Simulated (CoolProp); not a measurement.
Model: reference Helmholtz-energy equation of state, Thol 2019, in CoolProp.

Q: For tetradecamethylhexasiloxane (MD4M), give the phase and the Z, speed of sound (m/s), fugacity coefficient at 482.9 K and 0.193 MPa; 535.9 K and 0.193 MPa; 553.6 K and 0.193 MPa.

A: 
- 482.9 K and 0.193 MPa: liquid; Z 0.0315, speed of sound 462, fugacity coefficient 0.147
- 535.9 K and 0.193 MPa: liquid; Z 0.0313, speed of sound 337, fugacity coefficient 0.504
- 553.6 K and 0.193 MPa: liquid; Z 0.0316, speed of sound 295, fugacity coefficient 0.698
